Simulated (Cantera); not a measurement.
Input (Python, Cantera) and output of one run.

```python
import numpy as np
import cantera as ct

gas_names = """
    Br Br2 N NO NO2 NO3 N2 N2O Na NaBr NaO Na2 Na2O O O2 O3
""".split()
cond_names = """
    Br2(cr) Br2(L) Na(cr) Na(L) NaBr(s) NaBr(L) NaO2(s) Na2O(c) Na2O(a) Na2O(L) Na2O2(a) Na2O2(b)
""".split()


# ... load() reads the species with a 1 bar reference pressure and builds the phases ...
atoms = {
    'NaBr': {'Na': 1, 'Br': 1},
    'O2': {'O': 2},
    'N2': {'N': 2},
}
top_T = {'NaO2(s)': 800, 'Na2O2(b)': 940}  # K; cautious upper limits of use, not melting points


# ... equilibrate(T, P, feed) seeds the gas with the atoms and calls Mixture.equilibrate('TP', solver="vcs", rtol=1e-11, max_steps=5000) ...
results = []
feed = {'NaBr': 1, 'O2': 0.12, 'N2': 0.87}  # mol
P = 0.14  # Pa
for T in [1448, 1523, 1598, 1673, 1748, 1823, 1898, 1973, 2048, 2123, 2198, 2273]:
    mix = equilibrate(T, P, feed)
    results.append((T, P, feed, dict(zip(mix.species_names, mix.species_moles))))

top = {s: max(r[3][s] / sum(r[3][g] for g in gas_names) for r in results) for s in gas_names}
cols = sorted((s for s in top if top[s] > 0.001), key=lambda s: -top[s])[:8]
seen = [c for c in cond_names if any(r[3].get(c, 0) > 1e-12 for r in results)]
print("log10 of partial pressures in bar; condensed amounts in mol")
print(f"{'T/K':>10s}" + "".join(f"{s[:9]:>10s}" for s in cols + seen))
for T, P, feed, n in results:
    ng = sum(n[g] for g in gas_names)
    print(f"{T:10.4g}" + "".join(f"{np.log10(max(n[s] / ng * P / 1e5, 1e-99)):10.3f}" for s in cols)
          + "".join(f"{n.get(c, 0):10.4g}" for c in seen))
```

Result:

```
log10 of partial pressures in bar; condensed amounts in mol
       T/K      NaBr        N2        Br        Na         O        O2        NO
      1448    -6.205    -6.230    -7.275    -7.275    -9.256    -7.093    -9.298
      1523    -6.264    -6.248    -6.978    -6.978    -8.815    -7.114    -9.154
      1598    -6.371    -6.276    -6.735    -6.735    -8.424    -7.150    -9.039
      1673    -6.550    -6.312    -6.554    -6.554    -8.078    -7.204    -8.950
      1748    -6.815    -6.348    -6.439    -6.439    -7.773    -7.277    -8.882
      1823    -7.152    -6.374    -6.381    -6.381    -7.509    -7.375    -8.832
      1898    -7.523    -6.389    -6.357    -6.357    -7.293    -7.521    -8.809
      1973    -7.895    -6.398    -6.349    -6.349    -7.137    -7.743    -8.829
      2048    -8.251    -6.403    -6.347    -6.347    -7.045    -8.053    -8.897
      2123    -8.584    -6.406    -6.347    -6.347    -7.000    -8.424    -9.001
      2198    -8.896    -6.407    -6.347    -6.347    -6.981    -8.815    -9.121
      2273    -9.187    -6.407    -6.347    -6.347    -6.973    -9.201    -9.242
```

These are equilibrium values from Cantera (NASA tables, ideal gas, pure condensed phases), not measurements of a reactor.
